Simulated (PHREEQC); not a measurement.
A solution holds 1.2 mol/kgw Na2SO4 and 0.0071 mol/kgw H3BO3, at 35 °C. Closed to the air; pH follows from the charge balance.

Model: Pitzer model, pitzer.dat, run in PHREEQC.

Each row changes one thing in this solution. This is a speciation only: nothing precipitates in the calculation.

```csv
case,pH,B(OH)4- (mol/kgw),HSO4- (mol/kgw)
as made,6.05,1.20e-5,9.97e-6
H3BO3 from 0.0071 to 0.00639 mol/kgw,6.07,1.14e-5,9.45e-6
temperature from 35 to 5 °C,…,7.80e-6,5.02e-6
H3BO3 from 0.0071 to 0.0106 mol/kgw,…,1.47e-5,1.22e-5
temperature from 35 to 10 °C,5.91,8.37e-6,5.71e-6
diluted 100-fold with water,…,2.64e-7,1.66e-7
Na2SO4 replaced by Li2SO4 at the same molality,…,2.10e-5,1.92e-5
diluted 2-fold with water,…,7.06e-6,5.63e-6
```

Q: Some entries are withheld; supply them.

A: 
- temperature from 35 to 5 °C, pH: 5.88
- H3BO3 from 0.0071 to 0.0106 mol/kgw, pH: 5.96
- diluted 100-fold with water, pH: 6.73
- Na2SO4 replaced by Li2SO4 at the same molality, pH: 6.04
- diluted 2-fold with water, pH: 6.20

Some of these states are supersaturated (in Mirabilite, for instance). In brines, pH and single-ion activities rest on the MacInnes convention. At this temperature some constants are extrapolated from 25 °C, and those without enthalpy data are left unchanged.
